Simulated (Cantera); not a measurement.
Feed: 1 mol SiHCl3, 0.0045 mol Cl2, 5.8 mol H2, at 1025 °C and 0.600 bar.

Equilibrium computed with Cantera from the NASA thermochemical tables; the gas is ideal and each condensed phase is pure. Candidate condensed phases: Si; 19 gas species. The tables' values for SiCl3 are old estimates; treat these amounts as uncertain. Kinetics and transport are ignored.

Base state: H2 0.823, HCl 0.0723, SiCl4 0.0491, SiHCl3 0.0252, SiCl2 0.0169, SiCl3 0.0118, SiH2Cl2 0.00182, SiH3Cl 3.71e-5 (mole fractions); condensed: Si(s).

Problem. What changes in the equilibrium state with this change: temperature from 1025 °C to 1077 °C?

Solution. 
| species | before | after |
|---|---|---|
| H2 | 0.823 | 0.808 |
| HCl | 0.0723 | 0.0874 |
| SiCl4 | 0.0491 | 0.0402 |
| SiCl2 | 0.0169 | 0.0266 |
| SiCl3 | 0.0118 | 0.0146 |
| SiHCl3 | 0.0252 | 0.0213 |
| SiH2Cl2 | 0.00182 | 0.00165 |
| SiH3Cl | 3.71e-5 | 3.61e-5 |
| Si(s), mol | 0.244 | 0.238 |

Problem. What changes in the equilibrium state with this change: temperature from 1025 °C to 552 °C?

Solution. 
| species | before | after |
|---|---|---|
| H2 | 0.823 | 0.879 |
| SiCl4 | 0.0491 | 0.0752 |
| SiHCl3 | 0.0252 | 0.0415 |
| HCl | 0.0723 | 0.00197 |
| SiCl2 | 0.0169 | 4.89e-6 |
| SiCl3 | 0.0118 | 6.45e-5 |
| SiH3Cl | 3.71e-5 | 2.11e-5 |
| SiH2Cl2 | 0.00182 | 0.00193 |
| Si(s), mol | 0.244 | 0.172 |
